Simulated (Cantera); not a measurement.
**Thermodynamics of silicon carbide growth, feed CH₃SiCl₃ + CH₄ + H₂**

Input: 1 mol CH₃SiCl₃, 2 mol CH₄, 5 mol H₂, held at 1925 °C and 0.00670 bar.

Cantera equilibrium calculation (NASA polynomials, part measured and part estimated; ideal gas, pure solids and liquids). Candidate condensed phases: C, C₆H₆, C₇H₈, C₈H₁₈, Si, SiC; 109 gas species. The feed counts by its element totals alone. The tables' values for SiCl, SiCl₃ are old estimates; treat these amounts as uncertain. Gases not in the tables: Si₂H₆ and higher silanes. Kinetics and transport are ignored.

| Quantity | Value |
|---|---|
| x(H₂) | 0.707 |
| x(HCl) | 0.202 |
| x(H) | 0.0572 |
| x(SiCl₂) | 0.0119 |
| x(Cl) | 0.0119 |
| x(Si) | 0.00576 |
| x(C₂H₂ (acetylene)) | 0.00179 |
| x(SiCl) | 0.00141 |
| x(SiC₂) | 0.000549 |
| n(C(graphite)) | 2.19 mol |
| n(SiC(s)) | 0.742 mol |
| gas amount | 12.53 mol |
| log10 activity of Si(l) (absent) | -0.97 |
